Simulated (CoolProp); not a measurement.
Vapour-liquid equilibrium of carbonyl sulfide (1) + propane (2) at 1.81 MPa; x and y are mole fractions of (1).

The numbers come from the multi-fluid Helmholtz-energy mixture model, Lemmon 2006 and Lemmon 2009; pair parameters Bell 2016 in CoolProp.

```json
[
 {"x": "0.05", "bubble temperature (K)": "[?]", "y at the bubble point": "0.062", "dew temperature at overall composition x (K)": "324.9", "liquid density (mol/L)": "10.27"},
 {"x": "0.15", "bubble temperature (K)": "323.1", "y at the bubble point": "0.180", "dew temperature at overall composition x (K)": "[?]", "liquid density (mol/L)": "10.71"},
 {"x": "0.25", "bubble temperature (K)": "321.6", "y at the bubble point": "0.289", "dew temperature at overall composition x (K)": "322.1", "liquid density (mol/L)": "11.16"},
 {"x": "0.35", "bubble temperature (K)": "320.3", "y at the bubble point": "0.394", "dew temperature at overall composition x (K)": "320.8", "liquid density (mol/L)": "11.65"},
 {"x": "0.45", "bubble temperature (K)": "319.1", "y at the bubble point": "0.495", "dew temperature at overall composition x (K)": "319.6", "liquid density (mol/L)": "[?]"},
 {"x": "0.55", "bubble temperature (K)": "[?]", "y at the bubble point": "0.594", "dew temperature at overall composition x (K)": "318.4", "liquid density (mol/L)": "[?]"},
 {"x": "0.65", "bubble temperature (K)": "[?]", "y at the bubble point": "0.690", "dew temperature at overall composition x (K)": "317.3", "liquid density (mol/L)": "13.31"},
 {"x": "0.75", "bubble temperature (K)": "315.7", "y at the bubble point": "0.783", "dew temperature at overall composition x (K)": "316.1", "liquid density (mol/L)": "13.94"},
 {"x": "0.85", "bubble temperature (K)": "314.5", "y at the bubble point": "0.874", "dew temperature at overall composition x (K)": "[?]", "liquid density (mol/L)": "[?]"},
 {"x": "0.95", "bubble temperature (K)": "313.4", "y at the bubble point": "0.959", "dew temperature at overall composition x (K)": "313.5", "liquid density (mol/L)": "15.35"}
]
```

Q: Fill in the missing entries.

A: 
- 0.05, bubble temperature (K): 324.7
- 0.15, dew temperature at overall composition x (K): 323.5
- 0.45, liquid density (mol/L): 12.17
- 0.55, bubble temperature (K): 317.9
- 0.55, liquid density (mol/L): 12.72
- 0.65, bubble temperature (K): 316.8
- 0.85, dew temperature at overall composition x (K): 314.8
- 0.85, liquid density (mol/L): 14.62

No azeotrope shows between x = 0.05 and 0.95.

Pair parameters are fitted to limited data, so mixtures are less certain than the pure fluids.
